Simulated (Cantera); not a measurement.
Input (Python, Cantera):

```python
import numpy as np
import cantera as ct

gas = ct.Solution("gri30.yaml")


def delay(T, t_max=10):
    gas.TPX = T, 101325, {'C3H8': 1, 'O2': 6.94, 'N2': 43.8, 'H2O': 1.4}
    reactor = ct.IdealGasReactor(gas, clone=False)
    net = ct.ReactorNet([reactor])
    net.rtol, net.atol = 1e-8, 1e-16
    while net.time < t_max:
        t_old, T_old = net.time, reactor.T
        net.step()
        if reactor.T > T + 400:  # ignition: a rise of 400 K
            return t_old + (T + 400 - T_old) / (reactor.T - T_old) * (net.time - t_old)
    return np.nan


taus = []
for T in [1175, 1225, 1275, 1325, 1375, 1425, 1475, 1525]:
    taus.append(delay(T))
    print(f"T0 = {T:6g} K   tau = {taus[-1]:.4e} s")
```

Output:

```
T0 =   1175 K   tau = 1.3464e-02 s
T0 =   1225 K   tau = 4.8075e-03 s
T0 =   1275 K   tau = 1.8887e-03 s
T0 =   1325 K   tau = 8.1918e-04 s
T0 =   1375 K   tau = 3.9182e-04 s
T0 =   1425 K   tau = 2.0585e-04 s
T0 =   1475 K   tau = 1.1806e-04 s
T0 =   1525 K   tau = 7.3323e-05 s
```

Cantera simulation using GRI-Mech 3.0 (53 species, 325 reactions); the numbers are that mechanism's predictions, not measurements. GRI-Mech 3.0 was tuned for natural gas; its chemistry of propane as a main component is partial and can be far from experiment.
